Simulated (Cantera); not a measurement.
A closed system holds: 1 mol toluene, 0.1 mol CO2, 20 mol H2, held at 0.0133 bar.

Method: chemical equilibrium by Gibbs-energy minimisation in Cantera with the NASA 1993 tables (ideal gas, pure condensed phases). Candidate condensed phases: C, C6H6, C7H8, C8H18, H2O; 110 gas species. Equilibrium is a limit: real reactors are often held back by kinetics, nucleation or transport. All values below are at 2975 K.

Base state: H 0.669, H2 0.279, C3 0.0179, C2H2 (acetylene) 0.0162, C2H 0.00641, CO 0.00528, C 0.00299, C2 0.00181 (mole fractions); condensed: C(graphite).

Task: What changes in the equilibrium state with this change: pressure from 0.0133 bar to 6.20 bar?

Result: 
| species | before | after |
|---|---|---|
| H2 | 0.279 | 0.883 |
| H | 0.669 | 0.0551 |
| C2H2 (acetylene) | 0.0162 | 0.0510 |
| C3 | 0.0179 | 3.85e-5 |
| CH4 | 8.34e-8 | 0.000387 |
| C2H4 | 1.07e-8 | 4.96e-5 |
| C4 | 5.62e-5 | 1.21e-7 |
| C5 | 0.000303 | 6.52e-7 |
| C(graphite), mol | 2.77 | 4.17 |
